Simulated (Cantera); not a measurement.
Thermodynamics of calcination and drying, feed CaCO₃ + O₂

A closed system holds: 1 mol CaCO₃, 0.099 mol O₂, at 2.40 mbar.

Method: chemical equilibrium by Gibbs-energy minimisation in Cantera with the NASA 1993 tables (ideal gas, pure condensed phases). Candidate condensed phases: C, Ca, CaCO₃, CaO; 15 gas species. Kinetics and transport are ignored.

```json
[
 {"T (K)": "623", "x O₂": "1.000", "x CO₂": "7.64e-5", "x CO": "<1e-12", "x O": "<1e-12", "n CaCO₃(calcite)": "1.000", "n CaO(s)": "0"},
 {"T (K)": "823", "x O₂": "0.732", "x CO₂": "0.268", "x CO": "<1e-12", "x O": "4.02e-12", "n CaCO₃(calcite)": "0.964", "n CaO(s)": "0.0362"},
 {"T (K)": "1023", "x O₂": "0.0901", "x CO₂": "0.910", "x CO": "8.09e-9", "x O": "1.91e-9", "n CaCO₃(calcite)": "0", "n CaO(s)": "1.00"},
 {"T (K)": "1223", "x O₂": "0.0901", "x CO₂": "0.910", "x CO": "1.84e-6", "x O": "2.48e-7", "n CaCO₃(calcite)": "0", "n CaO(s)": "1.00"},
 {"T (K)": "1423", "x O₂": "0.0901", "x CO₂": "0.910", "x CO": "8.96e-5", "x O": "8.25e-6", "n CaCO₃(calcite)": "0", "n CaO(s)": "1.00"},
 {"T (K)": "1623", "x O₂": "0.0908", "x CO₂": "0.907", "x CO": "0.00165", "x O": "0.000117", "n CaCO₃(calcite)": "0", "n CaO(s)": "1.00"},
 {"T (K)": "1823", "x O₂": "0.0965", "x CO₂": "0.887", "x CO": "0.0152", "x O": "0.000956", "n CaCO₃(calcite)": "0", "n CaO(s)": "1.00"},
 {"T (K)": "2023", "x O₂": "0.121", "x CO₂": "0.798", "x CO": "0.0749", "x O": "0.00566", "n CaCO₃(calcite)": "0", "n CaO(s)": "1.000"}
]
```
x: gas mole fraction; n: condensed amount in mol.

At 623 K the condensed part is CaCO₃(calcite). At 823 K the condensed part is CaCO₃(calcite) + CaO(s). From 1023 K to 2023 K the condensed part is CaO(s).
